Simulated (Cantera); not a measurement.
An isothermal, constant-pressure homogeneous reactor starts with 30.3 % H₂, 30.3 % O₂, 39.4 % N₂, at 825 K and 100000 Pa.

Cantera simulation using GRI-Mech 3.0 (53 species, 325 reactions); the numbers are that mechanism's predictions, not measurements. Below about 950 K walls govern HO2 and H2O2 in real vessels. The temperature is held fixed by assumption; the heat of reaction is taken as removed at once.

### Question
Predict: x(H₂) at 90.0 s; x(O₂) at 90.0 s; x(H₂O) at 90.0 s; x(N₂O) at 90.0 s; x(OH) at 90.0 s.

### Answer
x(H₂) at 90.0 s: 0.0135 (gas-phase equilibrium <1e-12)
x(O₂) at 90.0 s: 0.184 (gas-phase equilibrium 0.179)
x(H₂O) at 90.0 s: 0.341 (gas-phase equilibrium 0.357)
x(N₂O) at 90.0 s: 3.34e-9 (gas-phase equilibrium 1.71e-10)
x(OH) at 90.0 s: 4.21e-9 (gas-phase equilibrium 3.33e-9)
